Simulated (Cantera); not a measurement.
## Thermodynamics of silicon nitride deposition, feed SiHCl3 + NH3

Input: 1 mol SiHCl3, 2.5 mol NH3, at 1.05 Torr.

Equilibrium computed with Cantera from the NASA thermochemical tables; the gas is ideal and each condensed phase is pure. Candidate condensed phases: NH4Cl, Si, Si3N4; 28 gas species. The tables' values for SiCl, SiCl3, SiN are old estimates; treat these amounts as uncertain. Gases not in the tables: Si2H6 and higher silanes. Rates play no part.

```tsv
T (°C)	x H2	x HCl	x N2	x SiCl2	x H	x Si	x Cl	n Si3N4(s)	n Si(s)	n Si(l)
1300	0.531	0.158	0.174	0.133	0.000792	3.28e-5	0.000188	0.0191	0	0
1350	0.533	0.146	0.179	0.139	0.00135	0.000112	0.000290	0	0.0140	0
1400	0.533	0.144	0.178	0.140	0.00222	0.000298	0.000469	0	0.00584	0
1450	0.531	0.146	0.178	0.139	0.00355	0.000702	0.000756	0	0	0.00957
1500	0.526	0.149	0.178	0.136	0.00552	0.00152	0.00120	0	0	0.0163
1550	0.521	0.152	0.177	0.134	0.00836	0.00316	0.00186	0	0	0.0159
1600	0.514	0.155	0.176	0.130	0.0124	0.00630	0.00282	0	0	0.00269
1650	0.502	0.162	0.174	0.123	0.0178	0.0109	0.00433	0	0	0
1700	0.487	0.172	0.172	0.114	0.0252	0.0171	0.00665	0	0	0
1750	0.467	0.184	0.169	0.103	0.0347	0.0248	0.0101	0	0	0
```
x: gas mole fraction; n: condensed amount in mol.

At 1300 °C the condensed part is Si3N4(s). From 1350 °C to 1400 °C the condensed part is Si(s). From 1450 °C to 1600 °C the condensed part is Si(l). From 1650 °C to 1750 °C nothing is condensed. The main Si-bearing gas is SiCl2 throughout.
